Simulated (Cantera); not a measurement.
Input: 1 mol SiCl4, 0.85 mol Cl2, 0.64 mol H2, held at 1523.15 K and 0.290 bar.

Equilibrium computed with Cantera from the NASA thermochemical tables; the gas is ideal and each condensed phase is pure. Candidate condensed phases: Si; 19 gas species. The tables' values for SiCl3 are old estimates; treat these amounts as uncertain. Equilibrium is a limit: real reactors are often held back by kinetics, nucleation or transport.

Base state: HCl 0.506, SiCl4 0.395, Cl2 0.0667, Cl 0.0327, SiCl3 0.000121 (mole fractions); condensed: gas only.

Q: What changes in the equilibrium state with this change: Cl2 from 0.85 to 2.2 mol?

A: 
```
species    before    after
-------  --------  -------
Cl2        0.0667    0.353
HCl         0.506    0.321
SiCl4       0.395    0.251
Cl         0.0327   0.0752
SiCl3    0.000121  3.32e-5
```

Q: What changes in the equilibrium state with this change: temperature from 1523.15 K to 623 K?

A: 
```json
[
 {"species": "HCl", "before": "0.506", "after": "0.514"},
 {"species": "SiCl4", "before": "0.395", "after": "0.402"},
 {"species": "Cl2", "before": "0.0667", "after": "0.0843"},
 {"species": "Cl", "before": "0.0327", "after": "2.62e-8"},
 {"species": "SiCl3", "before": "0.000121", "after": "<1e-9"}
]
```

Q: What changes in the equilibrium state with this change: pressure from 0.290 bar to 0.620 bar?

A: 
```csv
species,before,after
HCl,0.506,0.508
SiCl4,0.395,0.397
Cl2,0.0667,0.0718
Cl,0.0327,0.0232
SiCl3,0.000121,7.99e-5
```
